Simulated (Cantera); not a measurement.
An isothermal, constant-pressure homogeneous reactor starts with H2 : O2 = 0.12 : 1 (molar parts), at 1348 K and 0.00280 bar. Integrator tolerance rtol = 1e-08.

Computed with Cantera and GRI-Mech 3.0 (53 species, 325 reactions). Radical loss at walls, strong at low pressure, is not modelled. The temperature is held fixed by assumption; the heat of reaction is taken as removed at once.

Q: What does this change do: temperature 1348 to 1473 K?

A: 
| quantity | before | after |
|---|---|---|
| x(H2) at 20.0 s | 8.73e-6 (gas-phase equilibrium 4.51e-7) | 2.00e-5 (gas-phase equilibrium 2.99e-6) |
| x(O2) at 20.0 s | 0.886 (gas-phase equilibrium 0.887) | 0.886 (gas-phase equilibrium 0.887) |
| x(H) at 20.0 s | 2.51e-6 (gas-phase equilibrium 2.96e-8) | 7.19e-6 (gas-phase equilibrium 4.16e-7) |
| x(H2O2) at 20.0 s | 2.60e-9 (gas-phase equilibrium 4.41e-10) | 1.94e-9 (gas-phase equilibrium 9.98e-10) |
| x(OH) at 20.0 s | 0.000524 (gas-phase equilibrium 0.000119) | 0.00106 (gas-phase equilibrium 0.000409) |

Q: What does this change do: O2 1 to 0.74 parts?

A: 
```tsv
quantity	before	after
x(H2) at 20.0 s	8.73e-6 (gas-phase equilibrium 4.51e-7)	8.00e-6 (gas-phase equilibrium 6.11e-7)
x(O2) at 20.0 s	0.886 (gas-phase equilibrium 0.887)	0.850 (gas-phase equilibrium 0.850)
x(H) at 20.0 s	2.51e-6 (gas-phase equilibrium 2.96e-8)	1.63e-6 (gas-phase equilibrium 3.44e-8)
x(H2O2) at 20.0 s	2.60e-9 (gas-phase equilibrium 4.41e-10)	2.61e-9 (gas-phase equilibrium 5.72e-10)
x(OH) at 20.0 s	0.000524 (gas-phase equilibrium 0.000119)	0.000491 (gas-phase equilibrium 0.000136)
```
